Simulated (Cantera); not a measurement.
What does this Cantera script print?

```python
import numpy as np
import cantera as ct

gas = ct.Solution("gri30.yaml")
gas.TPX = 1650, 500000, {'CH4': 1, 'H2': 0.077, 'O2': 3, 'N2': 11.3}
reactor = ct.IdealGasConstPressureReactor(gas, energy="on", clone=False)
net = ct.ReactorNet([reactor])
net.rtol, net.atol = 1e-08, 1e-16
show = ['CH4', 'H2', 'O2', 'N2O', 'C2H2', 'C2H6']
times = np.geomspace(5e-06, 0.5, 13)

steps = ct.SolutionArray(gas, extra=["t"])
rows = []
print(f"{'t/s':>10s}{'T/K':>9s}{'P/Pa':>11s}" + "".join(f"{s:>11s}" for s in show))
for t in times:
    while net.time < t:
        t_next = net.step()
        steps.append(gas.state, t=t_next)
    rows.append([np.interp(t, steps.t, y) for y in (steps.T, steps.P, *steps(*show).X.T)])
    print(f"{t:10.3e}{rows[-1][0]:9.1f}{rows[-1][1]:11.4g}" + "".join(f"{x:11.3e}" for x in rows[-1][2:]))
rate = np.gradient(steps.T, steps.t)
print("integrator steps:", len(steps.t))
if steps.T.max() > steps.T[0] + 200:
    print(f"time of steepest temperature rise: {steps.t[rate.argmax()]:.4e} s")
gas.TPX = 1650, 500000, {'CH4': 1, 'H2': 0.077, 'O2': 3, 'N2': 11.3}
gas.equilibrate("HP")
print(f"equilibrium (HP): T = {gas.T:.1f} K  " + "  ".join(f"{s} {gas[s].X[0]:.3e}" for s in show))
```

Result:

```
       t/s      T/K       P/Pa        CH4         H2         O2        N2O       C2H2       C2H6
 5.000e-06   1649.9      5e+05  6.499e-02  5.009e-03  1.951e-01  1.669e-10  7.276e-12  1.584e-07
 1.305e-05   1650.0      5e+05  6.481e-02  5.010e-03  1.950e-01  9.575e-10  9.402e-10  6.421e-06
 3.406e-05   1658.0      5e+05  6.244e-02  5.201e-03  1.935e-01  7.290e-09  4.245e-07  3.313e-04
 8.891e-05   2740.0      5e+05  1.736e-16  4.416e-03  6.358e-02  1.737e-06  9.289e-20  4.337e-31
 2.321e-04   2756.9      5e+05  1.622e-16  4.004e-03  6.181e-02  1.823e-06  7.925e-20  3.135e-31
 6.058e-04   2749.4      5e+05  1.611e-16  3.980e-03  5.922e-02  1.859e-06  7.539e-20  3.098e-31
 1.581e-03   2741.3      5e+05  1.599e-16  3.955e-03  5.645e-02  1.947e-06  7.128e-20  3.056e-31
 4.127e-03   2739.0      5e+05  1.596e-16  3.948e-03  5.566e-02  1.980e-06  7.012e-20  3.044e-31
 1.077e-02   2738.9      5e+05  1.596e-16  3.948e-03  5.565e-02  1.981e-06  7.010e-20  3.044e-31
 2.812e-02   2738.9      5e+05  1.596e-16  3.948e-03  5.565e-02  1.981e-06  7.010e-20  3.044e-31
 7.339e-02   2738.9      5e+05  1.596e-16  3.948e-03  5.565e-02  1.981e-06  7.010e-20  3.044e-31
 1.916e-01   2738.9      5e+05  1.596e-16  3.948e-03  5.565e-02  1.981e-06  7.010e-20  3.044e-31
 5.000e-01   2738.9      5e+05  1.596e-16  3.948e-03  5.565e-02  1.981e-06  7.010e-20  3.044e-31
integrator steps: 1796
time of steepest temperature rise: 6.2665e-05 s
equilibrium (HP): T = 2738.9 K  CH4 2.206e-16  H2 3.948e-03  O2 5.565e-02  N2O 1.981e-06  C2H2 7.677e-20  C2H6 5.358e-31
```

Computed with Cantera and GRI-Mech 3.0 (53 species, 325 reactions).
